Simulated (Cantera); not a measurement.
A Cantera script and what it prints.

```python
import numpy as np
import cantera as ct

gas_names = [...]  # 109 gases of nasa_gas.yaml made of C, Cl, H, Si
cond_names = """
    C(gr) C6H6(L) C7H8(L) C8H18(L),n-octa Si(cr) Si(L) SiC(b)
""".split()


# ... load() reads the species with a 1 bar reference pressure and builds the phases ...
atoms = {
    'SiCl4': {'Si': 1, 'CL': 4},
    'C2H4': {'C': 2, 'H': 4},
    'H2': {'H': 2},
    'C2H2': {'C': 2, 'H': 2},
}
top_T = {'C(gr)': 4500, 'SiC(b)': 3050}  # K; cautious upper limits of use, not melting points


# ... equilibrate(T, P, feed) seeds the gas with the atoms and calls Mixture.equilibrate('TP', solver="vcs", rtol=1e-11, max_steps=5000) ...
results = []
T = 1073.15  # K
P = 610  # Pa
for m in [0.0098, 0.019, 0.035, 0.067, 0.13, 0.24, 0.46]:
    feed = {'SiCl4': 1, 'C2H4': m, 'H2': 1.2, 'C2H2': 0.019}  # mol
    mix = equilibrate(T, P, feed)
    results.append((T, P, feed, dict(zip(mix.species_names, mix.species_moles))))
    x = sorted(zip(gas.X, gas.species_names), reverse=True)
    print(f"T = {T:g} K  P = {P:g} Pa  n(C2H4) = {m:g} mol  gas = {mix.phase_moles(0):.4g} mol")
    print("   x: " + "  ".join(f"{s} {v:.3e}" for v, s in x if v > 0.001))
    print("   condensed (mol): " + ("  ".join(f"{mix.phase(i).name} {mix.phase_moles(i):.4g}"
          for i in range(1, mix.n_phases) if mix.phase_moles(i) > 1e-12) or "none"))
```

Output:

```
T = 1073.15 K  P = 610 Pa  n(C2H4) = 0.0098 mol  gas = 2.324 mol
   x: H2 4.561e-01  SiCL4 3.723e-01  HCL 1.384e-01  SiHCL3 1.505e-02  SiCL3 1.191e-02  SiCL2 6.093e-03
   condensed (mol): SiC(b) 0.0576
T = 1073.15 K  P = 610 Pa  n(C2H4) = 0.019 mol  gas = 2.355 mol
   x: H2 4.472e-01  SiCL4 3.654e-01  HCL 1.604e-01  SiHCL3 1.250e-02  SiCL3 9.991e-03  SiCL2 4.366e-03
   condensed (mol): SiC(b) 0.076
T = 1073.15 K  P = 610 Pa  n(C2H4) = 0.035 mol  gas = 2.412 mol
   x: H2 4.293e-01  SiCL4 3.505e-01  HCL 2.009e-01  SiHCL3 9.185e-03  SiCL3 7.494e-03  SiCL2 2.562e-03
   condensed (mol): SiC(b) 0.108
T = 1073.15 K  P = 610 Pa  n(C2H4) = 0.067 mol  gas = 2.533 mol
   x: H2 3.896e-01  SiCL4 3.159e-01  HCL 2.835e-01  SiHCL3 5.324e-03  SiCL3 4.560e-03  SiCL2 1.052e-03
   condensed (mol): SiC(b) 0.172
T = 1073.15 K  P = 610 Pa  n(C2H4) = 0.13 mol  gas = 2.727 mol
   x: HCL 3.631e-01  H2 3.591e-01  SiCL4 2.710e-01  SiHCL3 3.287e-03  SiCL3 2.932e-03
   condensed (mol): C(gr) 0.05528  SiC(b) 0.2426
T = 1073.15 K  P = 610 Pa  n(C2H4) = 0.24 mol  gas = 2.971 mol
   x: H2 3.872e-01  HCL 3.660e-01  SiCL4 2.405e-01  SiHCL3 3.121e-03  SiCL3 2.681e-03
   condensed (mol): C(gr) 0.2511  SiC(b) 0.2668
T = 1073.15 K  P = 610 Pa  n(C2H4) = 0.46 mol  gas = 3.456 mol
   x: H2 4.339e-01  HCL 3.670e-01  SiCL4 1.936e-01  SiHCL3 2.807e-03  SiCL3 2.278e-03
   condensed (mol): C(gr) 0.6459  SiC(b) 0.3119
```

Equilibrium computed with Cantera from the NASA thermochemical tables; the gas is ideal and each condensed phase is pure. The tables' values for SiCl3 are old estimates; treat these amounts as uncertain.
